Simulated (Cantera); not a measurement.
A closed system holds: 1 mol MgCO3, 1.5 mol SO3, 0.057 mol CO2, equilibrated at 0.880 bar.

Equilibrium computed with Cantera from the NASA thermochemical tables; the gas is ideal and each condensed phase is pure. Candidate condensed phases: C, Mg, MgCO3, MgO, MgS, MgSO4, S; 26 gas species. Rates play no part.

**Question.** At 1375 K, list the 4 most abundant gas species with their mole fractions, and the condensed phases.

**Answer.** SO2 0.442, CO2 0.322, O2 0.221, SO3 0.0147. Condensed: MgO(s).
